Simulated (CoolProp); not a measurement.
Vapour-liquid equilibrium of 1-butene (1) + acetone (2) at 270.5 K; x and y are mole fractions of (1).

Values from CoolProp's multi-fluid Helmholtz-energy mixture model, Lemmon 2005 and Lemmon 2006; pair parameters Bell 2016.

| x | bubble pressure, mixture model (MPa) | bubble pressure, Raoult's law (MPa) | y, mixture model | y, Raoult's law |
|---|---|---|---|---|
| 0.05 | 0.02609 | 0.01349 | (withheld) | 0.432 |
| 0.2 | 0.06402 | 0.02977 | 0.891 | 0.783 |
| 0.35 | 0.08336 | 0.04605 | 0.923 | 0.886 |
| 0.5 | (withheld) | 0.06233 | (withheld) | 0.935 |
| 0.65 | 0.09801 | 0.07860 | 0.944 | 0.964 |
| 0.8 | (withheld) | 0.09488 | (withheld) | 0.983 |
| 0.95 | (withheld) | 0.1112 | 0.984 | 0.996 |

Task: Some entries are withheld; supply them.

Result: 
- 0.05, y, mixture model: 0.702
- 0.5, bubble pressure, mixture model (MPa): 0.09250
- 0.5, y, mixture model: 0.936
- 0.8, bubble pressure, mixture model (MPa): 0.1040
- 0.8, y, mixture model: 0.957
- 0.95, bubble pressure, mixture model (MPa): 0.1129

The largest gap from Raoult's law is +115.0 % in bubble pressure, at x = 0.2. No azeotrope shows between x = 0.05 and 0.95.

Pair parameters are fitted to limited data, so mixtures are less certain than the pure fluids. With so large a gap from Raoult's law the liquid may split in two, which this calculation doesn't test in full.
